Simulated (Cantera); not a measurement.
Feed: 1 mol Fe₃O₄, 0.72 mol H₂, 18 mol N₂, at 11.0 mbar.

Method: chemical equilibrium by Gibbs-energy minimisation in Cantera with the NASA 1993 tables (ideal gas, pure condensed phases). Candidate condensed phases: Fe, FeO, Fe(OH)₂, Fe(OH)₃, Fe₂O₃, Fe₃O₄, H₂O; 27 gas species. Mutual solubility and eutectic melting of coexisting phases are not modelled. The tables' stoichiometric FeO is somewhat more stable than real wüstite, so its field is too wide. FeO: taken at fixed stoichiometry. Kinetics and transport are ignored. All values below are at 1148 K.

Base state: N₂ 0.962, H₂O 0.0368, H₂ 0.00170 (mole fractions); condensed: FeO(s) + Fe₃O₄(s).

What changes in the equilibrium state with this change: Fe₃O₄ replaced by NiS?


```
species         before    after
-------------  -------  -------
N₂               0.962    0.957
H₂             0.00170   0.0306
H₂S                  0  0.00764
H₂O             0.0368        0
S₂                   0  0.00502
SH                   0  3.23e-5
FeO(s), mol       2.06        0
Fe₃O₄(s), mol    0.312        0
Ni₃S₂(l), mol        0    0.333
```
Gases not in the tables: S₃ to S₇. Further candidate phases: Ni, NiS, NiS₂, Ni₃S₂, Ni₃S₄, S.
